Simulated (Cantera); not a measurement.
A closed system holds: 1 mol C₂H₂, 0.02 mol H₂O, equilibrated at 1.20 bar.

Equilibrium computed with Cantera from the NASA thermochemical tables; the gas is ideal and each condensed phase is pure. Candidate condensed phases: C, C₆H₆, C₇H₈, C₈H₁₈, H₂O; 110 gas species. Kinetics and transport are ignored.

Question: At 2775 °C, list the 7 most abundant gas species with their mole fractions, and the condensed phases.

Answer: H₂ 0.775, H 0.147, C₂H₂ (acetylene) 0.0553, CO 0.0178, C₂H 0.00193, C₄H₂ 0.00165, C₃ 0.000430. Condensed: C(graphite).
